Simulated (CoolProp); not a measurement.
The fluid at 298.15 K and 0.313 MPa flows at 22 m/s in a round tube of 2 mm bore and 45 µm roughness, fully developed (64/Re and Nu = 3.66 if laminar; Colebrook and Gnielinski if turbulent). The same conditions are run with several fluids, on thermodynamics alone (safety and materials aside).

Computed with CoolProp (reference Helmholtz-energy equation of state of each fluid (R152A: Outcalt 1996; R507A: Lemmon 2003; R125: Lemmon 2005; R13: Platzer 1990; propylene: Lemmon 2013)). The equations of Platzer and Polt are older, rougher fits. Blends and air are pseudo-pure fits.

```json
[
 {"fluid": "R152A", "Reynolds number": "35400", "Darcy friction factor": "0.0519", "pressure drop (Pa/m)": "___", "heat-transfer coefficient (W/(m² K))": "1530", "mass flow (kg/h)": "2.23"},
 {"fluid": "R507A", "Reynolds number": "___", "Darcy friction factor": "0.0517", "pressure drop (Pa/m)": "___", "heat-transfer coefficient (W/(m² K))": "1920", "mass flow (kg/h)": "3.28"},
 {"fluid": "R125", "Reynolds number": "54000", "Darcy friction factor": "0.0516", "pressure drop (Pa/m)": "99400", "heat-transfer coefficient (W/(m² K))": "2200", "mass flow (kg/h)": "3.96"},
 {"fluid": "R13", "Reynolds number": "41600", "Darcy friction factor": "0.0518", "pressure drop (Pa/m)": "___", "heat-transfer coefficient (W/(m² K))": "1500", "mass flow (kg/h)": "3.38"},
 {"fluid": "propylene", "Reynolds number": "28600", "Darcy friction factor": "0.0522", "pressure drop (Pa/m)": "35100", "heat-transfer coefficient (W/(m² K))": "___", "mass flow (kg/h)": "1.39"}
]
```

Complete the blanks.


- R152A, pressure drop (Pa/m): 56300
- R507A, Reynolds number: 47400
- R507A, pressure drop (Pa/m): 82400
- R13, pressure drop (Pa/m): 85100
- propylene, heat-transfer coefficient (W/(m² K)): 1440

Transport values come from each fluid's own correlations; those of R152A, R13, propylene are estimates that may be off by 10 % or more.
